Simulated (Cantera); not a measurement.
Mixture: C3H8 : O2 : N2 : CO2 = 1 : 8.06 : 30.3 : 1.2 (molar parts), at 29.0 bar, adiabatic and at constant volume. Ignition delay is the time to a rise of 400 K.

Detailed kinetics in Cantera: GRI-Mech 3.0 (53 species, 325 reactions). GRI-Mech 3.0 was tuned for natural gas; its chemistry of propane as a main component is partial and can be far from experiment. The pressure lies above the range GRI-Mech 3.0 was tuned for (to about 10 atm).

**Question.** Predict: delay at 1075 K; delay at 1125 K; delay at 1175 K; delay at 1225 K; delay at 1275 K; delay at 1325 K; delay at 1375 K; apparent activation energy between 1275 and 1375 K.

**Answer.** 
```
Item                                                    Result
--------------------------------------------------  ----------
delay at 1075 K                                        5.44 ms
delay at 1125 K                                        2.28 ms
delay at 1175 K                                       0.991 ms
delay at 1225 K                                       0.442 ms
delay at 1275 K                                       0.203 ms
delay at 1325 K                                        96.7 µs
delay at 1375 K                                        48.0 µs
apparent activation energy between 1275 and 1375 K  210 kJ/mol
```
